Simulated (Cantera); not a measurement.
Input: 1 mol Ta(OEt)5, a varied amount of O2, held at 2273.15 K and 0.480 Pa.

Method: chemical equilibrium by Gibbs-energy minimisation in Cantera with the NASA 1993 tables (ideal gas, pure condensed phases). Candidate condensed phases: C, C6H6, C7H8, C8H18, H2O, Ta, TaC, Ta2O5; 113 gas species. The feed counts by its element totals alone. TaC: taken at fixed stoichiometry. Condensed phases not in the tables: Ta2C. Rates play no part.

Task: At 1.7 mol O2, list the 5 most abundant gas species with their mole fractions, and the condensed phases.

Result: H 0.704, CO 0.259, H2 0.0336, C3 0.00211, C 0.00112. Condensed: C(graphite) + TaC(s).
